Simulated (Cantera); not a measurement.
A closed system holds: 1 mol PbS, 85 mol H2, equilibrated at 2023.15 K and 0.00133 bar.

Method: chemical equilibrium by Gibbs-energy minimisation in Cantera with the NASA 1993 tables (ideal gas, pure condensed phases). Candidate condensed phases: Pb, PbS, S; 10 gas species. The numbers say what is thermodynamically allowed, not how fast it happens.

Base state: H2 0.929, H 0.0502, Pb 0.0110, S 0.00408, SH 0.00292, S2 0.00162, H2S 0.000758, PbS 0.000254 (mole fractions); condensed: gas only.

**Question.** What changes in the equilibrium state with this change: temperature from 2023.15 K to 1675 K?

**Answer.** 
```json
[
 {"species": "H2", "before": "0.929", "after": "0.978"},
 {"species": "Pb", "before": "0.0110", "after": "0.0101"},
 {"species": "H", "before": "0.0502", "after": "0.00314"},
 {"species": "S", "before": "0.00408", "after": "0.000349"},
 {"species": "PbS", "before": "0.000254", "after": "0.00149"},
 {"species": "H2S", "before": "0.000758", "after": "0.00308"},
 {"species": "SH", "before": "0.00292", "after": "0.00151"},
 {"species": "S2", "before": "0.00162", "after": "0.00257"}
]
```
